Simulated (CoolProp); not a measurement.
A single-stage vapour-compression cycle with R365MFC: evaporating at 264.15 K (dew point), condensing at 330.15 K (bubble point), superheat 8 K, subcooling 0 K, compressor efficiency 0.65, no pressure losses. Each further row changes one setting.

Values from CoolProp's reference Helmholtz-energy equation of state, Lemmon 2016.

```
case                              cooling COP  pressure ratio  discharge temperature (K)  refrigerating effect (kJ/kg)  volumetric capacity (kJ/m³)
--------------------------------  -----------  --------------  -------------------------  ----------------------------  ---------------------------
as stated                                 [?]            15.5                      343.5                           127                         96.5
evaporating temperature 269.15 K         2.13            11.9                        [?]                           [?]                          128
condensing temperature 325.15 K          2.10             [?]                        [?]                           134                          102
subcooling 5 K                           1.98            15.5                      343.5                           134                          102
superheat 18 K                           1.93            15.5                      354.5                           136                        100.0
compressor efficiency 0.55                [?]            15.5                      354.5                           127                         96.5
```

Question: Some entries are withheld; supply them.

Answer: 
- as stated, cooling COP: 1.87
- evaporating temperature 269.15 K, discharge temperature (K): 342.1
- evaporating temperature 269.15 K, refrigerating effect (kJ/kg): 131
- condensing temperature 325.15 K, pressure ratio: 13.2
- condensing temperature 325.15 K, discharge temperature (K): 339.1
- compressor efficiency 0.55, cooling COP: 1.58
